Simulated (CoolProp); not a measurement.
Vapour pressure (MPa) of R134a: the reference equation beside estimates from Tc = 374.2 K, pc = 4.059 MPa, ω = 0.327.

Computed with CoolProp (reference Helmholtz-energy equation of state, Tillner-Roth 1994).

```
T (K)   reference  Lee-Kesler  Soave-Redlich-Kwong
-----  ----------  ----------  -------------------
185.9    0.001963    0.001849             0.001905
202.2    0.007443    0.007102             0.007252
218.4     0.02217     0.02148              0.02174
234.6     0.05523     0.05429              0.05456
250.8      0.1198      0.1191               0.1192
267        0.2329  (withheld)               0.2332
283.3      0.4167      0.4191               0.4194
299.5      0.6925      0.6970           (withheld)
315.7       1.088       1.093                1.104
331.9       1.633  (withheld)           (withheld)
348.1       2.362       2.366                2.398
364.3  (withheld)  (withheld)                3.353
```

**Question.** Fill in the missing entries.

**Answer.** 
- 267, Lee-Kesler: 0.2334
- 299.5, Soave-Redlich-Kwong: 0.7003
- 331.9, Lee-Kesler: 1.637
- 331.9, Soave-Redlich-Kwong: 1.659
- 364.3, reference: 3.321
- 364.3, Lee-Kesler: 3.327

Absolute difference from the reference over all 12 rows, mean and median: Lee-Kesler 1.5 and 0.6 %, Soave-Redlich-Kwong 1.4 and 1.3 %.
